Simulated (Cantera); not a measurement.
A diamond (100) surface in a fixed gas of H2 with x(CH4) = 0.0033, x(CH3) = 0.00012, at 1125 K, 0.286 atm; coverages are run to steady state.

Cantera simulation using the Harris–Goodwin 1993 mechanism for the reconstructed diamond (100) surface; the numbers are that mechanism's predictions, not measurements.

One state of this run: growth (µm/h) = 21.0; θ c6HH = 0.488; θ c6H* = 0.0293; θ c6*H = 0.438; θ c6** = 0.0180; θ c6HM = 0.0174. θ: site fractions in the mechanism's names (c6HH fully hydrogenated, c6H* and c6*H radical sites, c6** diradical, c6HM methylated).

Q: Which value of x(H) does it belong to?
(A) 0.0001
(B) 0.00064
(C) 0.068
(D) 0.0016

A: D, 0.0016
